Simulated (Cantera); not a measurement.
A perfectly stirred reactor is fed with N2O : H2 : N2 = 1 : 0.013 : 0.54 (molar parts), at 7400 Pa; it is held at 1323 K, and followed from long to short residence time.

Model: GRI-Mech 3.0 (53 species, 325 reactions), integrated in Cantera. GRI-Mech 3.0 was tuned for natural gas; its chemistry of N2O as a main component is partial and can be far from experiment. The mechanism lacks the step 2 NO + O2 → 2 NO2, which can matter for NO2 below about 1400 K. The temperature is held fixed by assumption; the heat of reaction is taken as removed at once.

```csv
quantity,before,after
x(N2O) at τ = 3.40 s,0.234,0.289
x(H2) at τ = 3.40 s,2.86e-5,3.65e-5
x(HO2) at τ = 3.40 s,8.14e-8,8.94e-8
x(N2) at τ = 3.40 s,0.585,0.554
x(NO) at τ = 3.40 s,0.0435,0.0352
x(N2O) at τ = 50.0 ms,0.621,0.626
x(H2) at τ = 50.0 ms,0.00123,0.00147
x(HO2) at τ = 50.0 ms,4.19e-6,4.25e-6
x(N2) at τ = 50.0 ms,0.364,0.361
x(NO) at τ = 50.0 ms,0.00173,0.00113
```

Problem. Which change was made?
A. temperature 1323 to 1300 K
B. temperature 1323 to 1550 K
C. N2O 1 to 0.12 parts
D. temperature 1323 to 1450 K

Solution. A, temperature 1323 to 1300 K
